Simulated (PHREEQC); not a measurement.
A made-up water analysis in mmol/kgw, 20 °C, pH 3.38, pe 9.4:

```
constituent  mmol/kgw
-----------  --------
Na                 53
K                9.66
Ca                 10
Mg               3.45
Cl               2.32
S(6)             47.5
B              0.0363
Zn               1.97
Li              0.763
Ni             0.0135
Cu(2)          0.0252
```

Valence states are taken as typed.

Equilibrium calculation in PHREEQC: ion-association model, wateq4f.dat.

This is a speciation only: nothing precipitates in the calculation.

Question: Order these Ca species by the share of Ca that they hold, largest first: CaSO4, CaHSO4+, Ca+2.

Answer: Ca+2 (54 %), CaSO4 (46 %), CaHSO4+ (0.14 %)

Question: Order these S species by the share of S that they hold, largest first: MgSO4, SO4-2, CaSO4, NaSO4-, ZnSO4.

Answer: SO4-2 (75 %), CaSO4 (9.7 %), NaSO4- (6.3 %), MgSO4 (3.6 %), ZnSO4 (1.8 %)

The pH is 3.38 and the ionic strength 0.121 mol/kgw. Species that the database lacks are ignored.
